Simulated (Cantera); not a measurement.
**Adiabatic ignition**

An adiabatic, constant-volume homogeneous reactor starts with CH₃OH : O₂ : N₂ : CO₂ = 1 : 0.789 : 2.97 : 0.14 (molar parts), equivalence ratio 1.9, at 1775 K and 248 Torr.

Model: GRI-Mech 3.0 (53 species, 325 reactions), integrated in Cantera. GRI-Mech 3.0 was tuned for natural gas; its chemistry of methanol as a main component is partial and can be far from experiment.

| t (s) | T (K) | P (bar) | x CH₃OH | x O₂ | x CO₂ | x C₂H₂ | x NO | x NO₂ |
|---|---|---|---|---|---|---|---|---|
| 2.00e-6 | 1775 | 0.330 | 0.204 | 0.161 | 0.0286 | 7.27e-9 | 4.33e-12 | <1e-12 |
| 9.02e-6 | 1775 | 0.331 | 0.201 | 0.159 | 0.0286 | 4.13e-8 | 5.76e-11 | <1e-12 |
| 4.07e-5 | 1865 | 0.361 | 0.148 | 0.133 | 0.0280 | 5.08e-7 | 1.77e-9 | 2.92e-10 |
| 0.000184 | 2694 | 0.653 | <1e-12 | 0.00506 | 0.0418 | <1e-12 | 0.000181 | 1.00e-8 |
| 0.000829 | 2813 | 0.676 | <1e-12 | 0.00360 | 0.0420 | <1e-12 | 0.00135 | 9.64e-8 |
| 0.00374 | 2808 | 0.674 | <1e-12 | 0.00335 | 0.0416 | <1e-12 | 0.00345 | 2.38e-7 |
| 0.0169 | 2808 | 0.674 | <1e-12 | 0.00333 | 0.0416 | <1e-12 | 0.00362 | 2.50e-7 |
| 0.0762 | 2808 | 0.674 | <1e-12 | 0.00333 | 0.0416 | <1e-12 | 0.00362 | 2.50e-7 |
| 0.344 | 2808 | 0.674 | <1e-12 | 0.00333 | 0.0416 | <1e-12 | 0.00362 | 2.50e-7 |
| 1.55 | 2808 | 0.674 | <1e-12 | 0.00333 | 0.0416 | <1e-12 | 0.00362 | 2.50e-7 |
| 7.00 | 2808 | 0.674 | <1e-12 | 0.00333 | 0.0416 | <1e-12 | 0.00362 | 2.50e-7 |
x: mole fraction; the columns are a selection and need not sum to one.

```
Item                                                                 Value
---------------------------------  ---------------------------------------
time of steepest temperature rise                                  55.7 µs
temperature at 7.00 s                                               2808 K
equilibrium temperature                                             2808 K
x(CH₃OH) at 7.00 s                   <1e-12 (gas-phase equilibrium <1e-12)
x(O₂) at 7.00 s                    0.00333 (gas-phase equilibrium 0.00333)
x(CO₂) at 7.00 s                     0.0416 (gas-phase equilibrium 0.0416)
```
